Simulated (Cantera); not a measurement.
A closed system holds: 1 mol SiCl4, 2.1 mol HCl, 2.8 mol H2, 2.6 mol Cl2, equilibrated at 1273.15 K and 0.770 bar.

Cantera equilibrium calculation (NASA polynomials, part measured and part estimated; ideal gas, pure solids and liquids). Candidate condensed phases: Si; 19 gas species. The tables' values for SiCl3 are old estimates; treat these amounts as uncertain. Kinetics and transport are ignored.

Base state: HCl 0.859, SiCl4 0.117, H2 0.0233, SiCl3 0.000257, SiHCl3 0.000127 (mole fractions); condensed: gas only.

Task: What changes in the equilibrium state with this change: H2 from 2.8 to 0.59 mol?

Result: 
| species | before | after |
|---|---|---|
| HCl | 0.859 | 0.520 |
| Cl2 | 1.24e-7 | 0.315 |
| SiCl4 | 0.117 | 0.158 |
| H2 | 0.0233 | 3.35e-9 |
| SiHCl3 | 0.000127 | <1e-9 |
| Cl | 3.90e-6 | 0.00622 |
| SiCl3 | 0.000257 | 2.18e-7 |
